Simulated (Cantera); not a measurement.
# Carbothermic reduction: Fe2O3 + CH4 + N2 + CO

Charge: 1 mol Fe2O3, 1.1 mol CH4, 0.47 mol N2, 6.9 mol CO, at 30.0 Pa.

These are equilibrium values from Cantera (NASA tables, ideal gas, pure condensed phases), not measurements of a reactor. Candidate condensed phases: C, C6H6, C7H8, C8H18, Fe, Fe(CO)5, FeO, Fe(OH)2, Fe(OH)3, Fe2O3, Fe3O4, H2O; 140 gas species. Mutual solubility and eutectic melting of coexisting phases are not modelled. The tables' stoichiometric FeO is somewhat more stable than real wüstite, so its field is too wide. FeO: taken at fixed stoichiometry. Equilibrium is a limit: real reactors are often held back by kinetics, nucleation or transport.

From 1348 K to 1648 K the condensed part is Fe(γ) + FeO(s). At 1798 K the condensed part is Fe(δ) + FeO(l). From 1948 K to 2548 K nothing is condensed. The main Fe-bearing gas is Fe throughout.

| T (K) | x CO | x H | x Fe | x H2 | x CO2 | x O | x H2O | x N2 | x OH | n Fe(γ) | n FeO(s) | n Fe(δ) | n FeO(l) |
|---|---|---|---|---|---|---|---|---|---|---|---|---|---|
| 1348 | 0.636 | 5.22e-5 | 1.36e-5 | 0.153 | 0.114 | 9.43e-11 | 0.0536 | 0.0440 | 2.95e-7 | 1.89 | 0.112 | 0 | 0 |
| 1498 | 0.645 | 0.000378 | 0.000479 | 0.145 | 0.104 | 1.01e-8 | 0.0607 | 0.0440 | 4.48e-6 | 1.86 | 0.137 | 0 | 0 |
| 1648 | 0.647 | 0.00191 | 0.00870 | 0.138 | 0.0959 | 4.61e-7 | 0.0655 | 0.0436 | 4.08e-5 | 1.75 | 0.160 | 0 | 0 |
| 1798 | 0.603 | 0.00719 | 0.0954 | 0.125 | 0.0721 | 9.59e-6 | 0.0569 | 0.0397 | 0.000215 | 0 | 0 | 0.501 | 0.362 |
| 1948 | 0.543 | 0.0203 | 0.154 | 0.0972 | 0.0812 | 0.000187 | 0.0638 | 0.0367 | 0.00121 | 0 | 0 | 0 | 0 |
| 2098 | 0.535 | 0.0510 | 0.150 | 0.0824 | 0.0769 | 0.00189 | 0.0584 | 0.0359 | 0.00429 | 0 | 0 | 0 | 0 |
| 2248 | 0.521 | 0.105 | 0.143 | 0.0616 | 0.0640 | 0.0124 | 0.0412 | 0.0342 | 0.0106 | 0 | 0 | 0 | 0 |
| 2398 | 0.503 | 0.176 | 0.132 | 0.0374 | 0.0363 | 0.0434 | 0.0160 | 0.0313 | 0.0138 | 0 | 0 | 0 | 0 |
| 2548 | 0.488 | 0.229 | 0.124 | 0.0164 | 0.0136 | 0.0803 | 0.00289 | 0.0291 | 0.00882 | 0 | 0 | 0 | 0 |
x: gas mole fraction; n: condensed amount in mol.
